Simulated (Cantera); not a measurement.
Cantera run, input and output.

```python
import numpy as np
import cantera as ct

gas = ct.Solution("gri30.yaml")


def delay(T, t_max=10):
    gas.TPX = T, 2800000, {'CH3OH': 1, 'O2': 3.12, 'N2': 11.8}
    reactor = ct.IdealGasConstPressureReactor(gas, clone=False)
    net = ct.ReactorNet([reactor])
    net.rtol, net.atol = 1e-8, 1e-16
    while net.time < t_max:
        t_old, T_old = net.time, reactor.T
        net.step()
        if reactor.T > T + 400:  # ignition: a rise of 400 K
            return t_old + (T + 400 - T_old) / (reactor.T - T_old) * (net.time - t_old)
    return np.nan


taus = []
for T in [1050, 1125, 1200, 1275, 1350, 1425]:
    taus.append(delay(T))
    print(f"T0 = {T:6g} K   tau = {taus[-1]:.4e} s")
```

It prints:

```
T0 =   1050 K   tau = 1.6203e-02 s
T0 =   1125 K   tau = 3.4326e-03 s
T0 =   1200 K   tau = 8.8380e-04 s
T0 =   1275 K   tau = 2.7066e-04 s
T0 =   1350 K   tau = 9.6989e-05 s
T0 =   1425 K   tau = 4.0062e-05 s
```

Cantera simulation using GRI-Mech 3.0 (53 species, 325 reactions); the numbers are that mechanism's predictions, not measurements. GRI-Mech 3.0 was tuned for natural gas; its chemistry of methanol as a main component is partial and can be far from experiment. The pressure lies above the range GRI-Mech 3.0 was tuned for (to about 10 atm).
